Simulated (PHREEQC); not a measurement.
Make-up at 78 °C: 0.053 mol/kgw NaBr, 0.0025 mol/kgw MnCl2 and 0.033 mol/kgw NaCl. Closed to the air; pH follows from the charge balance.

All values are PHREEQC results (ion-association model, wateq4f.dat), not measurements.

Precipitation was switched off in this run.

Task: Predict the pH.

Result: pH 5.96.

Task: In which forms is Mn present?

Result: Mn+2 95 %, MnCl+ 5.3 % of the Mn.

Complexes and solids missing from the database can't appear. At this temperature some constants are extrapolated from 25 °C, and those without enthalpy data are left unchanged.
